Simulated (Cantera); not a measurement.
An adiabatic, constant-volume homogeneous reactor starts with H₂ : O₂ : N₂ : H₂O = 1 : 1.09 : 4.09 : 0.2 (molar parts), at 1775 K and 0.660 bar. Integrator tolerance rtol = 1e-08.

Model: GRI-Mech 3.0 (53 species, 325 reactions), integrated in Cantera.

```json
[
 {"quantity": "time of steepest temperature rise", "before": "11.0 µs", "after": "11.0 µs"},
 {"quantity": "temperature at 3.00 s", "before": "2689 K", "after": "2587 K"},
 {"quantity": "equilibrium temperature", "before": "2689 K", "after": "2587 K"},
 {"quantity": "x(H₂) at 3.00 s", "before": "0.00878 (gas-phase equilibrium 0.00878)", "after": "0.00685 (gas-phase equilibrium 0.00685)"},
 {"quantity": "x(O₂) at 3.00 s", "before": "0.0831 (gas-phase equilibrium 0.0831)", "after": "0.0856 (gas-phase equilibrium 0.0856)"},
 {"quantity": "x(H₂O) at 3.00 s", "before": "0.175 (gas-phase equilibrium 0.175)", "after": "0.181 (gas-phase equilibrium 0.181)"},
 {"quantity": "x(OH) at 3.00 s", "before": "0.0267 (gas-phase equilibrium 0.0267)", "after": "0.0225 (gas-phase equilibrium 0.0225)"},
 {"quantity": "x(NO) at 3.00 s", "before": "0.0182 (gas-phase equilibrium 0.0182)", "after": "0.0158 (gas-phase equilibrium 0.0158)"}
]
```

### Question
Name the change that produced these shifts.
A) constant pressure in place of constant volume
B) pressure from 0.660 bar to 10.0 bar
C) H2 1 to 0.39 parts
D) pressure from 0.660 bar to 3.30 bar

### Answer
A, constant pressure in place of constant volume
